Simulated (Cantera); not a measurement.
Equilibrium for silicon oxide and oxynitride deposition: SiCl4 + O3 + H2

Input: 1 mol SiCl4, 0.17 mol O3, a varied amount of H2, equilibrated at 948 K and 6.98 Torr.

These are equilibrium values from Cantera (NASA tables, ideal gas, pure condensed phases), not measurements of a reactor. Candidate condensed phases: H2O, Si, SiO2; 30 gas species. The tables' values for SiCl3 are old estimates; treat these amounts as uncertain. Rates play no part.

```json
[
 {"n(H2) (mol)": "0.35", "log p H2": "-12.82", "log p HCl": "-2.39", "log p SiCl4": "-2.36", "log p Cl2": "-3.03", "log p SiHCl3": "<-14", "n SiO2(β-quartz)": "0.255"},
 {"n(H2) (mol)": "0.89", "log p H2": "-2.78", "log p HCl": "-2.35", "log p SiCl4": "-2.49", "log p Cl2": "-12.99", "log p SiHCl3": "-5.27", "n SiO2(β-quartz)": "0.255"},
 {"n(H2) (mol)": "2.2", "log p H2": "-2.34", "log p HCl": "-2.56", "log p SiCl4": "-2.70", "log p Cl2": "-13.84", "log p SiHCl3": "-4.83", "n SiO2(β-quartz)": "0.255"},
 {"n(H2) (mol)": "5.6", "log p H2": "-2.16", "log p HCl": "-2.85", "log p SiCl4": "-3.01", "log p Cl2": "<-14", "log p SiHCl3": "-4.66", "n SiO2(β-quartz)": "0.255"},
 {"n(H2) (mol)": "14", "log p H2": "-2.09", "log p HCl": "-3.19", "log p SiCl4": "-3.37", "log p Cl2": "<-14", "log p SiHCl3": "-4.61", "n SiO2(β-quartz)": "0.255"},
 {"n(H2) (mol)": "35", "log p H2": "-2.05", "log p HCl": "-3.54", "log p SiCl4": "-3.78", "log p Cl2": "<-14", "log p SiHCl3": "-4.64", "n SiO2(β-quartz)": "0.255"},
 {"n(H2) (mol)": "89", "log p H2": "-2.04", "log p HCl": "-3.89", "log p SiCl4": "-4.26", "log p Cl2": "<-14", "log p SiHCl3": "-4.75", "n SiO2(β-quartz)": "0.255"}
]
```
log p: log10 of the partial pressure in bar; n: condensed amount in mol.

From 0.35 mol H2 to 89 mol H2 the condensed part is SiO2(β-quartz). The main Si-bearing gas is SiCl4 throughout.
